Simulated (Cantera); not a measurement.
Equilibrium for abatement and gas-phase synthesis: S + SO2

Input: 1 mol S, 0.044 mol SO2, at 525 °C and 1330 Pa.

Equilibrium computed with Cantera from the NASA thermochemical tables; the gas is ideal and each condensed phase is pure. Candidate condensed phases: S; 10 gas species. Gases not in the tables: S3 to S7. Kinetics and transport are ignored.

```yaml
x(S2): 0.916
x(SO2): 0.0782
x(S2O): 0.00584
x(S8): 0.000414
x(SO): 1.31e-6
gas_amount: 0.5425 mol
log10 activity of S(l) (absent): -0.62
```
